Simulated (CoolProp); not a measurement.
Properties of R410A along the isotherm 220.55 °C.

Values from CoolProp's reference Helmholtz-energy equation of state, Lemmon 2003. It is a pseudo-pure fit of the blend.

```json
[
 {"p (bar)": "0.232", "phase": "gas", "cv (kJ/(kg K))": "0.9733", "viscosity (µPa s)": "21.0", "Prandtl number": "0.824"},
 {"p (bar)": "0.529", "phase": "gas", "cv (kJ/(kg K))": "0.9735", "viscosity (µPa s)": "21.0", "Prandtl number": "0.824"},
 {"p (bar)": "1.2", "phase": "gas", "cv (kJ/(kg K))": "0.9740", "viscosity (µPa s)": "21.0", "Prandtl number": "0.825"},
 {"p (bar)": "2.74", "phase": "gas", "cv (kJ/(kg K))": "0.9750", "viscosity (µPa s)": "21.0", "Prandtl number": "0.825"},
 {"p (bar)": "6.24", "phase": "gas", "cv (kJ/(kg K))": "0.9773", "viscosity (µPa s)": "21.1", "Prandtl number": "0.827"},
 {"p (bar)": "14.2", "phase": "gas", "cv (kJ/(kg K))": "0.9827", "viscosity (µPa s)": "21.3", "Prandtl number": "0.831"},
 {"p (bar)": "32.3", "phase": "gas", "cv (kJ/(kg K))": "0.9950", "viscosity (µPa s)": "21.8", "Prandtl number": "0.848"},
 {"p (bar)": "73.5", "phase": "supercritical", "cv (kJ/(kg K))": "1.022", "viscosity (µPa s)": "24.0", "Prandtl number": "0.930"}
]
```

Viscosity comes from a separate model (Geller 2000). Thermal conductivity comes from a separate model (Geller 2001).
